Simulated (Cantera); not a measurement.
An adiabatic, constant-pressure homogeneous reactor starts with 2.52 % CH4, 0.983 % CO, 10.8 % O2, 85.7 % N2, equivalence ratio 0.51, at 1800 K and 19500 Torr.

Model: GRI-Mech 3.0 (53 species, 325 reactions), integrated in Cantera. The pressure lies above the range GRI-Mech 3.0 was tuned for (to about 10 atm).

One state of this run: T (K) = 2378; x CH4 = <1e-12; x CO = 0.000575; x O2 = 0.0491; x CH2O = <1e-12; x H = 3.36e-5; x CO2 = 0.0346; x HCO = 8.61e-11. x: mole fraction; the columns are a selection and need not sum to one.

Task: Which value of t (s) does it belong to?
(A) 2.82e-6
(B) 0.0112
(C) 7.95e-6
(D) 1.00e-6

Result: B, 0.0112
